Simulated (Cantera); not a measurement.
Charge: 1 mol BN, 0.42 mol H2O, held at 1.65 Torr.

Cantera equilibrium calculation (NASA polynomials, part measured and part estimated; ideal gas, pure solids and liquids). Candidate condensed phases: B, BN, B2O3, B3O3H3, H2O; 39 gas species. Mutual solubility and eutectic melting of coexisting phases are not modelled. Rates play no part.

Problem. What share of the B ends up in condensed phases as a function of T (K), at 775, 925, 1075, 1225, 1375, 1525, 1675, 1825?

Solution. 
| T (K) | B condensed (%) | as |
|---|---|---|
| 775 | 100.0 | BN(s) + B2O3(l) |
| 925 | 100.0 | BN(s) + B2O3(l) |
| 1075 | 100.0 | BN(s) + B2O3(l) |
| 1225 | 100.0 | BN(s) + B2O3(l) |
| 1375 | 99.7 | BN(s) + B2O3(l) |
| 1525 | 96.3 | BN(s) + B2O3(l) |
| 1675 | 68.3 | BN(s) |
| 1825 | 62.1 | BN(s) |
